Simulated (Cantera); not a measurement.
What does this Cantera script print?

```python
import numpy as np
import cantera as ct

gas_names = """
    Cu CuO Cu2 H HNO HNO2 HNO3 HO2 H2 H2O H2O2 N NH NH2 NH3 NH2OH NO NO2 NO3 N2 N2H2 N2H4 N2O O OH O2 O3
""".split()
cond_names = """
    Cu(cr) Cu(L) CuO(s) CuO2H2(s) Cu2O(s) Cu2O(L) H2O(s) H2O(L)
""".split()


# ... load() reads the species with a 1 bar reference pressure and builds the phases ...
atoms = {
    'Cu2O': {'Cu': 2, 'O': 1},
    'H2': {'H': 2},
    'N2': {'N': 2},
}
top_T = {'CuO(s)': 1390}  # K; cautious upper limits of use, not melting points


# ... equilibrate(T, P, feed) seeds the gas with the atoms and calls Mixture.equilibrate('TP', solver="vcs", rtol=1e-11, max_steps=5000) ...
results = []
feed = {'Cu2O': 1, 'H2': 440, 'N2': 65}  # mol
P = 330  # Pa
for T in [823, 973, 1123, 1273, 1423, 1573, 1723]:
    mix = equilibrate(T, P, feed)
    results.append((T, P, feed, dict(zip(mix.species_names, mix.species_moles))))

top = {s: max(r[3][s] / sum(r[3][g] for g in gas_names) for r in results) for s in gas_names}
cols = sorted((s for s in top if top[s] > 1e-05), key=lambda s: -top[s])[:5]
seen = [c for c in cond_names if any(r[3].get(c, 0) > 1e-12 for r in results)]
print("log10 of partial pressures in bar; condensed amounts in mol")
print(f"{'T/K':>10s}" + "".join(f"{s[:9]:>10s}" for s in cols + seen))
for T, P, feed, n in results:
    ng = sum(n[g] for g in gas_names)
    print(f"{T:10.4g}" + "".join(f"{np.log10(max(n[s] / ng * P / 1e5, 1e-99)):10.3f}" for s in cols)
          + "".join(f"{n.get(c, 0):10.4g}" for c in seen))
```

Output:

```
log10 of partial pressures in bar; condensed amounts in mol
       T/K        H2        N2        Cu         H       H2O    Cu(cr)     Cu(L)
       823    -2.542    -3.372   -14.561   -12.406    -5.185         2         0
       973    -2.542    -3.372   -11.290   -10.237    -5.185         2         0
      1123    -2.542    -3.372    -8.902    -8.642    -5.185         2         0
      1273    -2.542    -3.372    -7.084    -7.418    -5.185     1.987         0
      1423    -2.543    -3.372    -5.679    -6.449    -5.185         0     1.679
      1573    -2.544    -3.374    -4.886    -5.663    -5.187         0         0
      1723    -2.545    -3.374    -4.886    -5.012    -5.187         0         0
```

Cantera equilibrium calculation (NASA polynomials, part measured and part estimated; ideal gas, pure solids and liquids).
